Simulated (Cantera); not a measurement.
Input (Python, Cantera) and output of one run.

```python
import numpy as np
import cantera as ct

gas_names = [...]  # 87 gases of nasa_gas.yaml made of C, H, Si
cond_names = """
    C(gr) C6H6(L) C7H8(L) C8H18(L),n-octa Si(cr) Si(L) SiC(b)
""".split()


# ... load() reads the species with a 1 bar reference pressure and builds the phases ...
atoms = {
    'SiH4': {'Si': 1, 'H': 4},
    'C2H4': {'C': 2, 'H': 4},
    'H2': {'H': 2},
}
top_T = {'C(gr)': 4500, 'SiC(b)': 3050}  # K; cautious upper limits of use, not melting points


# ... equilibrate(T, P, feed) seeds the gas with the atoms and calls Mixture.equilibrate('TP', solver="vcs", rtol=1e-11, max_steps=5000) ...
results = []
feed = {'SiH4': 1, 'C2H4': 1.2, 'H2': 130}  # mol
P = 4500  # Pa
for T in [1173, 1248, 1323, 1398, 1473, 1548, 1623, 1698, 1773, 1848, 1923, 1998, 2073, 2148]:
    mix = equilibrate(T, P, feed)
    results.append((T, P, feed, dict(zip(mix.species_names, mix.species_moles))))

top = {s: max(r[3][s] / sum(r[3][g] for g in gas_names) for r in results) for s in gas_names}
cols = sorted((s for s in top if top[s] > 1e-06), key=lambda s: -top[s])[:6]
seen = [c for c in cond_names if any(r[3].get(c, 0) > 1e-12 for r in results)]
print("log10 of partial pressures in bar; condensed amounts in mol")
print(f"{'T/K':>10s}" + "".join(f"{s[:9]:>10s}" for s in cols + seen))
for T, P, feed, n in results:
    ng = sum(n[g] for g in gas_names)
    print(f"{T:10.4g}" + "".join(f"{np.log10(max(n[s] / ng * P / 1e5, 1e-99)):10.3f}" for s in cols)
          + "".join(f"{n.get(c, 0):10.4g}" for c in seen))
```

It prints:

```
log10 of partial pressures in bar; condensed amounts in mol
       T/K        H2         H C2H2,acet       CH4        Si       SiH     C(gr)    SiC(b)
      1173    -1.347    -7.602    -8.560    -4.405   -15.152   -14.572     1.283         1
      1248    -1.347    -7.004    -7.961    -4.647   -13.761   -13.387     1.333         1
      1323    -1.347    -6.473    -7.430    -4.861   -12.530   -12.338     1.359         1
      1398    -1.347    -5.998    -6.958    -5.053   -11.431   -11.403     1.373         1
      1473    -1.347    -5.571    -6.534    -5.226   -10.446   -10.564      1.38         1
      1548    -1.347    -5.185    -6.151    -5.382    -9.556    -9.807     1.383         1
      1623    -1.347    -4.834    -5.805    -5.523    -8.750    -9.121     1.382         1
      1698    -1.347    -4.513    -5.489    -5.651    -8.016    -8.497     1.374    0.9999
      1773    -1.347    -4.220    -5.201    -5.769    -7.344    -7.927     1.357    0.9998
      1848    -1.348    -3.950    -4.937    -5.877    -6.728    -7.403     1.327    0.9991
      1923    -1.349    -3.700    -4.694    -5.977    -6.160    -6.922     1.278    0.9971
      1998    -1.350    -3.470    -4.471    -6.071    -5.636    -6.477     1.203    0.9906
      2073    -1.353    -3.256    -4.264    -6.159    -5.149    -6.066     1.095    0.9718
      2148    -1.356    -3.058    -4.074    -6.243    -4.698    -5.685    0.9556    0.9196
```

These are equilibrium values from Cantera (NASA tables, ideal gas, pure condensed phases), not measurements of a reactor. Gases not in the tables: Si2H6 and higher silanes.
